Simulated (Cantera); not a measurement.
A freely propagating, adiabatic, planar premixed flame of H₂ : O₂ : N₂ = 1 : 0.758 : 2.85 (molar parts), equivalence ratio 0.66, unburnt at 550 K and 0.300 bar; mixture-averaged transport, grid criteria slope 0.08 and curve 0.16, no radiation.

Cantera simulation using the H2/O2 subset of GRI-Mech 3.0, which has no nitrogen chemistry; the numbers are that mechanism's predictions, not measurements. Burning velocities carry a grid error of a few per cent, more on coarse grids. Lean hydrogen flames are cellular in practice and burn faster than this planar one.

How do the results move with these cheaper or finer settings: unity-Lewis-number transport; multicomponent transport; multicomponent+Soret transport; grid criteria slope 0.5, curve 1; grid criteria slope 0.25, curve 0.5; grid criteria slope 0.03, curve 0.06?


```json
[
 {"setting": "as above", "laminar burning velocity": "411 cm/s", "thermal thickness": "2.06 mm", "peak x(OH)": "0.0135", "peak x(H)": "0.0395", "grid points": "129"},
 {"setting": "unity-Lewis-number transport", "laminar burning velocity": "285 cm/s", "thermal thickness": "1.44 mm", "peak x(OH)": "0.0138", "peak x(H)": "0.0468", "grid points": "125"},
 {"setting": "multicomponent transport", "laminar burning velocity": "405 cm/s", "thermal thickness": "2.04 mm", "peak x(OH)": "0.0135", "peak x(H)": "0.0393", "grid points": "130"},
 {"setting": "multicomponent+Soret transport", "laminar burning velocity": "382 cm/s", "thermal thickness": "2.02 mm", "peak x(OH)": "0.0134", "peak x(H)": "0.0379", "grid points": "129"},
 {"setting": "grid criteria slope 0.5, curve 1", "laminar burning velocity": "538 cm/s", "thermal thickness": "2.76 mm", "peak x(OH)": "0.0135", "peak x(H)": "0.0411", "grid points": "39"},
 {"setting": "grid criteria slope 0.25, curve 0.5", "laminar burning velocity": "443 cm/s", "thermal thickness": "2.24 mm", "peak x(OH)": "0.0134", "peak x(H)": "0.0402", "grid points": "62"},
 {"setting": "grid criteria slope 0.03, curve 0.06", "laminar burning velocity": "403 cm/s", "thermal thickness": "2.02 mm", "peak x(OH)": "0.0135", "peak x(H)": "0.0392", "grid points": "288"}
]
```
Unity Lewis numbers drop preferential diffusion, which matters most where H2 and H carry the flame; Soret adds thermal diffusion.
